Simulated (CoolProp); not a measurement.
Properties of C3F8 (R218) along the isotherm 395.1 K.

Computed with CoolProp (reference Helmholtz-energy equation of state, Lemmon 2006). It is a short technical equation, of lower accuracy than the large ones.

```csv
p (MPa),phase,Z,conductivity (mW/(m K))
0.0417,gas,0.9968,20.6
0.065,gas,0.9950,20.6
0.101,gas,0.9923,20.7
0.158,gas,0.9879,20.7
0.245,gas,0.9811,20.7
0.382,gas,0.9704,20.8
0.595,gas,0.9533,20.9
0.926,gas,0.9259,21.2
1.44,gas,0.8811,21.7
2.25,gas,0.8046,23.0
3.5,supercritical,0.6760,26.5
5.44,supercritical,0.5213,33.0
8.48,supercritical,0.5454,37.0
13.2,supercritical,0.7156,41.1
```

Thermal conductivity comes from a separate model (Huber 2003), an estimate that may be off by 10 % or more.
